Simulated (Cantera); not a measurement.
Input (Python, Cantera) and output of one run.

```python
import numpy as np
import cantera as ct

gas_names = """
    CL CLO CL2 Fe FeCL FeCL2 FeCL3 FeO Fe(OH)2 Fe2CL4 Fe2CL6 H HCL HOCL HO2 H2 H2O H2O2 O OH O2 O3
""".split()
cond_names = """
    Fe(a) Fe(c) Fe(d) Fe(L) FeCL2(s) FeCL2(L) FeCL3(s) FeCL3(L) FeO(s) FeO(L) Fe(OH)2(s) Fe(OH)3(s)
    Fe2O3(s) Fe3O4(s) H2O(s) H2O(L)
""".split()


def load(file, names, dense=False):
    # The tables refer to 1 bar. Condensed volumes are neglected.
    table = {s.name: s for s in ct.Species.list_from_file(file)}
    out = []
    for n in names:
        d = dict(table[n].input_data)
        d["thermo"] = dict(d["thermo"], **{"reference-pressure": 1e5})
        if dense:
            d["equation-of-state"] = {"model": "constant-volume", "density": "1e6 g/cm^3"}
        out.append(ct.Species.from_dict(d))
    return out


gas = ct.Solution(thermo="ideal-gas", species=load("nasa_gas.yaml", gas_names))
cond = {s.name: ct.Solution(thermo="fixed-stoichiometry", species=[s], name=s.name)
        for s in load("nasa_condensed.yaml", cond_names, dense=True)}
atoms = {
    'Fe2O3': {'Fe': 2, 'O': 3},
    'Cl2': {'CL': 2},
    'H2': {'H': 2},
}
top_T = {'Fe2O3(s)': 1830, 'Fe3O4(s)': 1870}  # K; cautious upper limits of use, not melting points


def equilibrate(T, P, feed):
    n = {}
    for name, mol in feed.items():
        for a, k in atoms[name].items():
            n[a] = n.get(a, 0.0) + k * mol
    gas.TPX = T, P, n
    mass = sum(n.values()) * gas.mean_molecular_weight
    gas.equilibrate("TP")
    valid = [c for c in cond.values() if c.min_temp <= T <= top_T.get(c.name, c.max_temp)]
    mix = ct.Mixture([(gas, mass / gas.mean_molecular_weight)] + [(c, 0.0) for c in valid])
    mix.T, mix.P = T, P
    mix.equilibrate("TP", solver="vcs", rtol=1e-11, max_steps=5000)
    return mix


results = []
feed = {'Fe2O3': 1, 'Cl2': 0.13, 'H2': 0.54}  # mol
T = 1250  # K
P = 56000  # Pa
mix = equilibrate(T, P, feed)
results.append((T, P, feed, dict(zip(mix.species_names, mix.species_moles))))
x = sorted(zip(gas.X, gas.species_names), reverse=True)
print(f"T = {T:g} K  P = {P:g} Pa  gas = {mix.phase_moles(0):.4g} mol")
print("   x: " + "  ".join(f"{s} {v:.3e}" for v, s in x if v > 1e-06))
print("   condensed (mol): " + ("  ".join(f"{mix.phase(i).name} {mix.phase_moles(i):.4g}"
      for i in range(1, mix.n_phases) if mix.phase_moles(i) > 1e-12) or "none"))
```

Result:

```
T = 1250 K  P = 56000 Pa  gas = 0.6699 mol
   x: H2O 6.156e-01  HCL 3.387e-01  FeCL2 2.439e-02  H2 2.110e-02  Fe2CL4 1.245e-04  FeCL3 4.453e-05  CL 1.287e-06
   condensed (mol): FeO(s) 0.1711  Fe3O4(s) 0.6041
```

Cantera equilibrium calculation (NASA polynomials, part measured and part estimated; ideal gas, pure solids and liquids). Mutual solubility and eutectic melting of coexisting phases are not modelled. The tables' stoichiometric FeO is somewhat more stable than real wüstite, so its field is too wide. FeO: taken at fixed stoichiometry.
